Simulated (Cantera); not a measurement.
Mixture: 4.43 % CH3OH, 15.4 % O2, 80.1 % N2, equivalence ratio 0.43, at 5.00 bar, adiabatic and at constant volume. Ignition delay is the time to a rise of 400 K.

Model: GRI-Mech 3.0 (53 species, 325 reactions), integrated in Cantera. GRI-Mech 3.0 was tuned for natural gas; its chemistry of methanol as a main component is partial and can be far from experiment.

Problem. Predict: delay at 1200 K; delay at 1300 K; delay at 1400 K; delay at 1500 K; delay at 1600 K; delay at 1700 K; apparent activation energy between 1500 and 1700 K.

Solution. delay at 1200 K: 3.19 ms
delay at 1300 K: 0.703 ms
delay at 1400 K: 0.204 ms
delay at 1500 K: 74.8 µs
delay at 1600 K: 32.7 µs
delay at 1700 K: 16.2 µs
apparent activation energy between 1500 and 1700 K: 160 kJ/mol
